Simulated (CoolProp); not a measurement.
R143a at several states: Z from the reference equation and from simpler models built on Tc = 72.7 °C, pc = 3.762 MPa, ω = 0.261; each cubic takes its own stable root.

Computed with CoolProp (reference Helmholtz-energy equation of state, Lemmon and Jacobsen 2000).

```csv
T (°C),p (MPa),phase,reference
78.45,1.96,gas,0.7936
153.55,0.0733,gas,0.9966
-13.85,0.972,liquid,0.03535
-101.55,0.31,liquid,0.01398
11.25,0.103,gas,0.9795
20.95,12,liquid,0.4052
```

Question: How far does each simpler model (van der Waals, Redlich-Kwong, Soave-Redlich-Kwong, Peng-Robinson) lie from the reference over these 6 states: mean and median of the absolute difference, and the worst?

Answer: 
- van der Waals: mean 394.0 %, median 33.2 %, worst +2216.0 % at -13.85 °C and 0.972 MPa
- Redlich-Kwong: mean 11.4 %, median 11.0 %, worst +24.3 % at -13.85 °C and 0.972 MPa
- Soave-Redlich-Kwong: mean 9.6 %, median 9.6 %, worst +19.2 % at -101.55 °C and 0.31 MPa
- Peng-Robinson: mean 2.6 %, median 2.3 %, worst +6.0 % at -101.55 °C and 0.31 MPa

At some of these states van der Waals gives the other phase, because its saturation line lies elsewhere.
